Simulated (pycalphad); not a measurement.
Computed with pycalphad from the COST 507 light-alloy database (1999), at 1 atm. The data set is of 1999 and partly superseded. Phase fractions are per mole of atoms.

Task: Give the equilibrium state of Sn-17.49Si (wt.%) at 1327 °C.

Result: liquid, fraction 0.921, with 15.0 Si wt.%; diamond (Si), fraction 0.079, with >99.99 Si wt.%.
